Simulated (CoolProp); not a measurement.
Properties of water along the isotherm 1000 K.

Computed with CoolProp (reference Helmholtz-energy equation of state, Wagner 2002).

| p (kPa) | phase | cv (kJ/(kg K)) | expansivity (1/kK) |
|---|---|---|---|
| 316 | gas | 1.831 | 1.004 |
| 492 | gas | 1.832 | 1.006 |
| 767 | gas | 1.833 | 1.009 |
| 1190 | gas | 1.836 | 1.014 |
| 1860 | gas | … | 1.022 |
| 2890 | gas | 1.845 | 1.035 |
| 4510 | gas | … | 1.055 |
| 7020 | gas | 1.868 | 1.087 |
| 10900 | gas | 1.889 | 1.138 |
| 17000 | gas | 1.924 | 1.223 |
| 26500 | supercritical | 1.977 | … |
| 41200 | supercritical | 2.057 | … |
| 64200 | supercritical | 2.169 | 1.913 |
| 100000 | supercritical | 2.295 | … |

**Question.** Complete the blanks.

**Answer.** 
- 1860, cv (kJ/(kg K)): 1.839
- 4510, cv (kJ/(kg K)): 1.854
- 26500, expansivity (1/kK): 1.363
- 41200, expansivity (1/kK): 1.589
- 100000, expansivity (1/kK): 2.156
